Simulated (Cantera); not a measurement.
A diamond (100) surface in a fixed gas of H2 with x(CH4) = 0.0034, x(H) = 0.001, x(CH3) = 6.4e-05, 0.188 atm; coverages are run to steady state.

Detailed kinetics in Cantera: the Harris–Goodwin 1993 mechanism for the reconstructed diamond (100) surface.

One state of this run: growth (µm/h) = 3.78; θ c6HH = 0.473; θ c6H* = 0.0345; θ c6*H = 0.463; θ c6** = 0.0206; θ c6HM = 0.00501. θ: site fractions in the mechanism's names (c6HH fully hydrogenated, c6H* and c6*H radical sites, c6** diradical, c6HM methylated).

**Question.** Which value of T (K) does it belong to?
(A) 1025
(B) 950
(C) 1100
(D) 1175

**Answer.** D, 1175
